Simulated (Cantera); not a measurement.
Source: NASA polynomial tables (part measured, part estimated), evaluated in Cantera. Values are per mole of reaction as written; species without (g) are pure solids or liquids, kept so even where they would boil at 1 bar.

Q: Between 300 and 2348 K, where is each reaction favourable under standard conditions?
- CS2(g) + 2 Ni → C + 2 NiS

A: 
- CS2(g) + 2 Ni → C + 2 NiS: ΔG° is -237 kJ at 300 K and 28 kJ at 2348 K; it changes sign between 300 and 2148 K. ΔH° is -195 kJ and ΔS° -95 J/K at 2348 K.
